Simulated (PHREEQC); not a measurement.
A PHREEQC speciation (ion-association model, wateq4f.dat) at 25 °C gives pH 4.73 and these molalities:

```csv
species,mol/kgw
NO3-,0.0455
Pb+2,0.0199
PbNO3+,0.00552
H+,2.23e-5
Pb2OH+3,1.15e-5
PbOH+,1.08e-5
```

Task: What are the element totals, and what could have been dissolved in 1 kg of water to give them?

Result: This is not unique; one that fits is totals N(5) 0.0510, Pb 0.0255 mol/kgw, from 0.0255 mol/kgw Pb(NO3)2.

Precipitation was switched off in this run.
